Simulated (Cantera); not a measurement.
What does this Cantera script print?

```python
import numpy as np
import cantera as ct

gas = ct.Solution("gri30.yaml")


def delay(T, t_max=10):
    gas.TPX = T, 101325, {'CH4': 1, 'C2H6': 0.11, 'C3H8': 0.2, 'O2': 2.6, 'N2': 14}
    reactor = ct.IdealGasReactor(gas, clone=False)
    net = ct.ReactorNet([reactor])
    net.rtol, net.atol = 1e-8, 1e-16
    while net.time < t_max:
        t_old, T_old = net.time, reactor.T
        net.step()
        if reactor.T > T + 400:  # ignition: a rise of 400 K
            return t_old + (T + 400 - T_old) / (reactor.T - T_old) * (net.time - t_old)
    return np.nan


taus = []
for T in [1050, 1125, 1200, 1275, 1350, 1425, 1500, 1575]:
    taus.append(delay(T))
    print(f"T0 = {T:6g} K   tau = {taus[-1]:.4e} s")
```

It prints:

```
T0 =   1050 K   tau = 7.9400e-02 s
T0 =   1125 K   tau = 2.2684e-02 s
T0 =   1200 K   tau = 6.5217e-03 s
T0 =   1275 K   tau = 2.0495e-03 s
T0 =   1350 K   tau = 7.3768e-04 s
T0 =   1425 K   tau = 3.0777e-04 s
T0 =   1500 K   tau = 1.4771e-04 s
T0 =   1575 K   tau = 8.0186e-05 s
```

Model: GRI-Mech 3.0 (53 species, 325 reactions), integrated in Cantera. GRI-Mech 3.0 was tuned for natural gas; its chemistry of propane as a main component is partial and can be far from experiment.
